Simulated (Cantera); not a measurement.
A freely propagating, adiabatic, planar premixed flame of H2 : O2 : N2 = 1 : 0.28 : 1.34 (molar parts), equivalence ratio 1.8, unburnt at 500 K and 743 Torr; mixture-averaged transport, grid criteria slope 0.08 and curve 0.16, no radiation.

Cantera simulation using the H2/O2 subset of GRI-Mech 3.0, which has no nitrogen chemistry; the numbers are that mechanism's predictions, not measurements. Burning velocities carry a grid error of a few per cent, more on coarse grids.

Q: Predict: laminar burning velocity; thermal thickness; peak x(H); peak x(H2O2); peak x(O); peak x(OH).

A: 
```
Item                        Result
------------------------  --------
laminar burning velocity  550 cm/s
thermal thickness         0.433 mm
peak x(H)                   0.0719
peak x(H2O2)               2.37e-5
peak x(O)                  0.00373
peak x(OH)                 0.00433
```
